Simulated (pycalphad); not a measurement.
Computed with pycalphad from the COST 507 light-alloy database (1999), at 1 atm. No gas phase is included, though pure Mg would boil below 1377 °C. The data set is of 1999 and partly superseded. Kinetics are ignored, which matters at the lower temperatures.

### Question
How does the equilibrium phase assembly of Mg-2.3Al-0.72Si (at.%) change on cooling from 1377 °C to 77 °C?

### Answer
| T (°C) | phases above | phases below |
|---|---|---|
| 630.7 | liquid | hcp + liquid |
| 621.4 | hcp + liquid | hcp + liquid + MG2SI |
| 593.4 | hcp + liquid + MG2SI | hcp + MG2SI |
| 183.1 | hcp + MG2SI | ALMG_GAMMA + hcp + MG2SI |
Changes were sought between steps of 50 K, so a narrower field can be missed.

Database names, with the compositions (at.%) that they take in these runs: MG2SI: Mg 67 Si 33; ALMG_GAMMA: Mg 59 Al 41.
